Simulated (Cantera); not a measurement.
A closed system holds: 1 mol SiCl₄, 1.3 mol Cl₂, 9.3 mol H₂, at 925 °C and 360000 Pa.

Equilibrium computed with Cantera from the NASA thermochemical tables; the gas is ideal and each condensed phase is pure. Candidate condensed phases: Si; 19 gas species. The tables' values for SiCl₃ are old estimates; treat these amounts as uncertain. Kinetics and transport are ignored.

Base state: H₂ 0.683, HCl 0.231, SiCl₄ 0.0792, SiHCl₃ 0.00630, SiCl₃ 0.000582, SiH₂Cl₂ 6.55e-5, SiCl₂ 3.78e-5 (mole fractions); condensed: gas only.

Question: What changes in the equilibrium state with this change: Cl₂ from 1.3 to 2.3 mol?

Answer: 
```tsv
species	before	after
H₂	0.683	0.552
HCl	0.231	0.368
SiCl₄	0.0792	0.0759
SiH₂Cl₂	6.55e-5	1.62e-5
SiCl₂	3.78e-5	1.15e-5
SiHCl₃	0.00630	0.00306
```
